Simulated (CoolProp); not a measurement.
Vapour-liquid equilibrium of R22 (1) + R152A (2) at 0.191 MPa; x and y are mole fractions of (1).

Values from CoolProp's multi-fluid Helmholtz-energy mixture model, Kamei 1995 and Outcalt 1996; pair parameters Bell 2016.

```csv
x,bubble temperature (K),y at the bubble point,dew temperature at overall composition x (K),liquid density (mol/L)
0.05,263.6,0.080,263.9,14.86
0.125,262.2,0.193,263.1,14.94
0.2,260.9,0.299,262.2,15.01
0.275,259.6,0.398,261.2,15.09
0.35,258.2,0.490,260.2,15.16
0.425,256.9,0.575,259.2,15.24
0.5,255.5,0.654,258.1,15.32
0.575,254.2,0.725,256.9,15.39
0.65,252.8,0.789,255.6,15.47
0.725,251.5,0.847,254.2,15.54
0.8,250.2,0.897,252.6,15.62
0.875,248.9,0.941,250.8,15.69
0.95,247.6,0.978,248.6,15.76
```

No azeotrope shows between x = 0.05 and 0.95.

The pair parameters rest on a limited set of measurements; away from them the model extrapolates.
